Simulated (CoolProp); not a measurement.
CHF3 (R23) along the isobar 1.72 MPa: density (kg/m³) from the reference equation and from simpler models built on Tc = 26.1 °C, pc = 4.832 MPa, ω = 0.263; each cubic takes its own stable root.

Computed with CoolProp (reference Helmholtz-energy equation of state, Penoncello 2003).

| T (°C) | phase | reference | van der Waals | Peng-Robinson |
|---|---|---|---|---|
| -31.55 | liquid | 1233 | 76.78 | 1175 |
| 6.65 | gas | 63.76 | 60.29 | 63.66 |
| 25.75 | gas | 56.50 | 54.90 | 56.76 |
| 44.85 | gas | 51.25 | 50.54 | 51.56 |
| 63.95 | gas | 47.15 | 46.91 | 47.44 |
| 83.05 | gas | 43.81 | 43.83 | 44.05 |
| 102.15 | gas | 40.99 | 41.17 | 41.19 |
| 121.25 | gas | 38.58 | 38.84 | 38.73 |
| 140.35 | gas | 36.47 | 36.78 | 36.59 |
| 159.45 | gas | 34.61 | 34.94 | 34.71 |
| 178.55 | gas | 32.96 | 33.29 | 33.03 |
| 197.65 | gas | 31.47 | 31.80 | 31.52 |

At some of these states van der Waals gives the other phase, because its saturation line lies elsewhere.
